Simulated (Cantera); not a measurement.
A closed system holds: 1 mol CH3Cl, 1.7 mol H2, at 0.180 Torr.

Cantera equilibrium calculation (NASA polynomials, part measured and part estimated; ideal gas, pure solids and liquids). Candidate condensed phases: C, C6H6, C7H8, C8H18; 91 gas species. The numbers say what is thermodynamically allowed, not how fast it happens. All values below are at 973 K.

Base state: H2 0.730, HCl 0.270, CH4 1.64e-5 (mole fractions); condensed: C(graphite).

Task: What changes in the equilibrium state with this change: CH3Cl replaced by CF4?

Result: 
| species | before | after |
|---|---|---|
| HF | 0 | 0.958 |
| CF4 | 0 | 0.0423 |
| H2 | 0.730 | <1e-9 |
| HCl | 0.270 | 0 |
| CH4 | 1.64e-5 | <1e-9 |
| C(graphite), mol | 1.000 | 0.850 |
Gases not in the tables: C2F6 and larger saturated fluorocarbons.
